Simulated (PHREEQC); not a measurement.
Solution (73 °C): 19 mmol/kgw H3PO4 and 0.039 mmol/kgw K2HPO4. Closed to the air; pH follows from the charge balance.

All values are PHREEQC results (ion-association model, phreeqc.dat), not measurements.

```
quantity                   before     after
------------------------  -------  --------
pH                           2.16      2.86
ionic strength (mol/kgw)  0.00761   0.00145
H3PO4 (mol/kgw)            0.0114  0.000458
H2PO4- (mol/kgw)          0.00761   0.00145
HPO4-2 (mol/kgw)          1.16e-7   9.45e-8
```

Problem. Name the change that produced these shifts.
A. diluted 5-fold with water
B. diluted 10-fold with water
C. diluted 100-fold with water
D. temperature from 73 to 75 °C
E. H3PO4 left out

Solution. B, diluted 10-fold with water

Precipitation was switched off in this run. At this temperature some constants are extrapolated from 25 °C, and those without enthalpy data are left unchanged.
